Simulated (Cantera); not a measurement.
A closed system holds: 1 mol SiCl4, 1.6 mol Cl2, 0.62 mol H2, 0.84 mol HCl, equilibrated at 1573.15 K and 173 Torr.

Cantera equilibrium calculation (NASA polynomials, part measured and part estimated; ideal gas, pure solids and liquids). Candidate condensed phases: Si; 19 gas species. The tables' values for SiCl3 are old estimates; treat these amounts as uncertain. Kinetics and transport are ignored.

Base state: HCl 0.491, SiCl4 0.236, Cl2 0.189, Cl 0.0847, SiCl3 9.36e-5 (mole fractions); condensed: gas only.

Problem. What changes in the equilibrium state with this change: temperature from 1573.15 K to 1398.15 K?

Solution. 
```csv
species,before,after
HCl,0.491,0.505
SiCl4,0.236,0.243
Cl2,0.189,0.224
Cl,0.0847,0.0277
SiCl3,9.36e-5,6.92e-6
```
